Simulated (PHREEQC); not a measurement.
## Hard or scaling water: an equilibrium model

Consider water at 32 °C with 0.00414 mol/kgw BaCl2, 4.5e-05 mol/kgw NaF and 0.065 mol/kgw NaCl. Closed to the air; pH follows from the charge balance.

Equilibrium calculation in PHREEQC: ion-association model, wateq4f.dat.

No solid was allowed to form.

Task: Estimate the pH.

Result: pH 6.88.

Task: In which forms is F present?

Result: F- 98 %, NaF 2.2 % of the F.
